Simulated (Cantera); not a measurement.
A closed system holds: 1 mol MgCO₃, 4.8 mol H₂, at 1100 °C and 1 atm.

Equilibrium computed with Cantera from the NASA thermochemical tables; the gas is ideal and each condensed phase is pure. Candidate condensed phases: C, C₆H₆, C₇H₈, C₈H₁₈, H₂O, Mg, MgCO₃, MgO, Mg(OH)₂; 116 gas species. Kinetics and transport are ignored.

Base state: H₂ 0.673, H₂O 0.155, CO 0.155, CO₂ 0.0174 (mole fractions); condensed: MgO(s).

Task: What changes in the equilibrium state with this change: temperature from 1100 °C to 1652 °C?

Result: 
```json
[
 {"species": "H₂", "before": "0.673", "after": "0.664"},
 {"species": "CO", "before": "0.155", "after": "0.163"},
 {"species": "H₂O", "before": "0.155", "after": "0.163"},
 {"species": "CO₂", "before": "0.0174", "after": "0.00930"},
 {"species": "Mg", "before": "<1e-9", "after": "2.00e-5"},
 {"species": "OH", "before": "1.12e-8", "after": "1.64e-5"},
 {"species": "H", "before": "2.72e-6", "after": "0.000774"},
 {"species": "MgO(s), mol", "before": "1.00", "after": "1.000"}
]
```
